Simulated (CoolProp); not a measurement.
Computed with CoolProp (reference Helmholtz-energy equation of state, Lemmon 2006). It is a short technical equation, of lower accuracy than the large ones.

Problem. For toluene, give the phase and the density (kg/m³), cv (kJ/(kg K)), expansivity (1/kK), viscosity (µPa s) at 620 K and 1.92 MPa; 620 K and 6.06 MPa.

Solution. 
- 620 K and 1.92 MPa: gas; density 40.9, cv 2.13, expansivity 2.86, viscosity 14.6
- 620 K and 6.06 MPa: supercritical; density 362, cv 2.28, expansivity 19.2, viscosity 38.0

Viscosity comes from a separate model (Avgeri 2015).
